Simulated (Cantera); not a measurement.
## Calcination and drying: CaSO4 + O2

A closed system holds: 1 mol CaSO4, 0.028 mol O2, at 1177 °C and 2.90 mbar.

Cantera equilibrium calculation (NASA polynomials, part measured and part estimated; ideal gas, pure solids and liquids). Candidate condensed phases: Ca, CaO, CaS, CaSO4, S; 14 gas species. Rates play no part.

| Property | Value |
|---|---|
| x(SO2) | 0.654 |
| x(O2) | 0.345 |
| x(SO3) | 0.00101 |
| x(O) | 2.19e-5 |
| x(SO) | 3.15e-6 |
| n(CaO(s)) | 1.00 mol |
| gas amount | 1.527 mol |
| log10 activity of S(l) (absent) | -10.09 |
| log10 activity of CaS(s) (absent) | -10.59 |
| log10 activity of Ca(l) (absent) | -15.83 |
